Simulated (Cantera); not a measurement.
A Cantera script and what it prints.

```python
import numpy as np
import cantera as ct

gas_names = """
    C CH CH2 CH3 CH4 C2 C2H C2H2,acetylene C2H2,vinylidene C2H3,vinyl C2H4 C2H5 C2H6 C3 C3H3,propargyl
    C3H4,allene C3H4,propyne C3H4,cyclo- C3H5,allyl C3H6,propylene C3H6,cyclo- C3H7,n-propyl
    C3H7,i-propyl C3H8 C4 C4H2 C4H4,1,3-cyclo- C4H6,butadiene C4H6,2-butyne C4H6,cyclo- C4H8,1-butene
    C4H8,cis2-buten C4H8,tr2-butene C4H8,isobutene C4H8,cyclo- C4H9,n-butyl C4H9,i-butyl C4H9,s-butyl
    C4H9,t-butyl C4H10,isobutane C4H10,n-butane C5 C5H6,1,3cyclo- C5H8,cyclo- C5H10,1-pentene
    C5H10,cyclo- C5H11,pentyl C5H11,t-pentyl C5H12,n-pentane C5H12,i-pentane CH3C(CH3)2CH3 C6H2
    C6H5,phenyl C6H6 C6H10,cyclo- C6H12,1-hexene C6H12,cyclo- C6H13,n-hexyl C7H7,benzyl C7H8
    C7H14,1-heptene C7H15,n-heptyl C7H16,n-heptane C8H8,styrene C8H10,ethylbenz C8H16,1-octene
    C8H17,n-octyl C8H18,isooctane C8H18,n-octane C9H19,n-nonyl C10H8,naphthale C10H21,n-decyl
    C12H9,o-bipheny C12H10,bipheny H H2 Si SiC SiC2 SiC4H12 SiH SiH2 SiH3 SiH4 Si2 Si2C Si3
""".split()
cond_names = """
    C(gr) C6H6(L) C7H8(L) C8H18(L),n-octa Si(cr) Si(L) SiC(b)
""".split()


def load(file, names, dense=False):
    # The tables refer to 1 bar. Condensed volumes are neglected.
    table = {s.name: s for s in ct.Species.list_from_file(file)}
    out = []
    for n in names:
        d = dict(table[n].input_data)
        d["thermo"] = dict(d["thermo"], **{"reference-pressure": 1e5})
        if dense:
            d["equation-of-state"] = {"model": "constant-volume", "density": "1e6 g/cm^3"}
        out.append(ct.Species.from_dict(d))
    return out


gas = ct.Solution(thermo="ideal-gas", species=load("nasa_gas.yaml", gas_names))
cond = {s.name: ct.Solution(thermo="fixed-stoichiometry", species=[s], name=s.name)
        for s in load("nasa_condensed.yaml", cond_names, dense=True)}
atoms = {
    'CH3SiH3': {'C': 1, 'H': 6, 'Si': 1},
    'C2H2': {'C': 2, 'H': 2},
    'H2': {'H': 2},
}
top_T = {'C(gr)': 4500, 'SiC(b)': 3050}  # K; cautious upper limits of use, not melting points


def equilibrate(T, P, feed):
    n = {}
    for name, mol in feed.items():
        for a, k in atoms[name].items():
            n[a] = n.get(a, 0.0) + k * mol
    gas.TPX = T, P, n
    mass = sum(n.values()) * gas.mean_molecular_weight
    gas.equilibrate("TP")
    valid = [c for c in cond.values() if c.min_temp <= T <= top_T.get(c.name, c.max_temp)]
    mix = ct.Mixture([(gas, mass / gas.mean_molecular_weight)] + [(c, 0.0) for c in valid])
    mix.T, mix.P = T, P
    mix.equilibrate("TP", solver="vcs", rtol=1e-11, max_steps=5000)
    return mix


results = []
feed = {'CH3SiH3': 1, 'C2H2': 0.056, 'H2': 6.1}  # mol
P = 100000  # Pa
for T in [948, 998, 1048, 1098, 1148, 1198, 1248, 1298, 1348, 1398, 1448, 1498, 1548, 1598]:
    mix = equilibrate(T, P, feed)
    results.append((T, P, feed, dict(zip(mix.species_names, mix.species_moles))))

top = {s: max(r[3][s] / sum(r[3][g] for g in gas_names) for r in results) for s in gas_names}
cols = sorted((s for s in top if top[s] > 0.0001), key=lambda s: -top[s])[:5]
seen = [c for c in cond_names if any(r[3].get(c, 0) > 1e-12 for r in results)]
print("log10 of partial pressures in bar; condensed amounts in mol")
print(f"{'T/K':>10s}" + "".join(f"{s[:9]:>10s}" for s in cols + seen))
for T, P, feed, n in results:
    ng = sum(n[g] for g in gas_names)
    print(f"{T:10.4g}" + "".join(f"{np.log10(max(n[s] / ng * P / 1e5, 1e-99)):10.3f}" for s in cols)
          + "".join(f"{n.get(c, 0):10.4g}" for c in seen))
```

It prints:

```
log10 of partial pressures in bar; condensed amounts in mol
       T/K        H2       CH4     C(gr)    SiC(b)
       948    -0.005    -1.907         0         1
       998    -0.005    -1.907         0         1
      1048    -0.005    -1.907         0         1
      1098    -0.005    -1.907         0         1
      1148    -0.005    -1.907         0         1
      1198    -0.005    -1.907         0         1
      1248    -0.005    -1.962   0.01318         1
      1298    -0.003    -2.106   0.04072         1
      1348    -0.003    -2.239   0.05944         1
      1398    -0.002    -2.363   0.07244         1
      1448    -0.001    -2.480   0.08162         1
      1498    -0.001    -2.588   0.08821         1
      1548    -0.001    -2.690   0.09298         1
      1598    -0.001    -2.785   0.09644         1
```

Cantera equilibrium calculation (NASA polynomials, part measured and part estimated; ideal gas, pure solids and liquids). The feed counts by its element totals alone.
